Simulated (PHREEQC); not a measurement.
3.3 g of hydrous ferric oxide (600 m²/g; 0.2 weak and 0.005 strong sites per Fe, Dzombak-Morel constants, diffuse double layer) in 1 kg of water with 0.001 mol/kgw of an inert sodium salt and 0.0027 mol/kgw NiCl2, at 25 °C; the pH is set by adding NaOH or the inert anion's acid. O2 is buffered at 0.21 atm. No CO2 enters from the air. Nothing may precipitate in this run.

All values are PHREEQC results (ion-association model, wateq4f.dat), not measurements.

Problem. Predict surface charge σ (C/m²), surface potential ψ (mV) at pH = 3.67, 5, 9, 10.33, 11.

Solution. 
```tsv
pH	surface charge σ (C/m²)	surface potential ψ (mV)
3.67	0.263	191
5	0.114	153
9	0.000	2
10.33	-0.017	-69
11	-0.036	-100
```

Along this series the solution becomes supersaturated in solids that the run did not let form, among them Ni(OH)2. The oxide is taken as insoluble; below pH 4 it would dissolve.
